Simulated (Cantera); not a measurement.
## Thermodynamics of boron, boron nitride and boron oxide, feed borazine + O2

Feed: 1 mol borazine, 0.54 mol O2, held at 1373.15 K.

Equilibrium computed with Cantera from the NASA thermochemical tables; the gas is ideal and each condensed phase is pure. Candidate condensed phases: B, BN, B2O3, B3O3H3, H2O; 39 gas species. The feed counts by its element totals alone. Mutual solubility and eutectic melting of coexisting phases are not modelled. Gases not in the tables: H3BO3. Rates play no part.

From 10.0 Pa to 100000 Pa the condensed part is BN(s) + B2O3(l). The share of B in condensed phases is highest at 100000 Pa (100.0 %) and lowest at 10.0 Pa (94.4 %).

| P (Pa) | log p H2 | log p N2 | log p B2O3 | log p HBO | n BN(s) | n B2O3(l) |
|---|---|---|---|---|---|---|
| 10 | -4.07 | -4.98 | -5.90 | -5.95 | 2.27 | 0.280 |
| 46 | -3.39 | -4.31 | -5.90 | -5.72 | 2.28 | 0.333 |
| 220 | -2.71 | -3.63 | -5.90 | -5.50 | 2.28 | 0.349 |
| 1000 | -2.05 | -2.97 | -5.90 | -5.28 | 2.28 | 0.354 |
| 4600 | -1.39 | -2.31 | -5.90 | -5.05 | 2.28 | 0.356 |
| 22000 | -0.71 | -1.63 | -5.90 | -4.83 | 2.29 | 0.356 |
| 100000 | -0.05 | -0.97 | -5.90 | -4.61 | 2.29 | 0.355 |
log p: log10 of the partial pressure in bar; n: condensed amount in mol.
